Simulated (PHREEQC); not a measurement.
Solution (25 °C): 10 mmol/kgw HNO3, 0.0146 mmol/kgw H4SiO4 and 0.0068 mmol/kgw H3BO3. Closed to the air; pH follows from the charge balance.

All values are PHREEQC results (ion-association model, wateq4f.dat), not measurements.

No solid was allowed to form.

Problem. Estimate the pH.

Solution. pH 2.04.

Species that the database lacks are ignored.
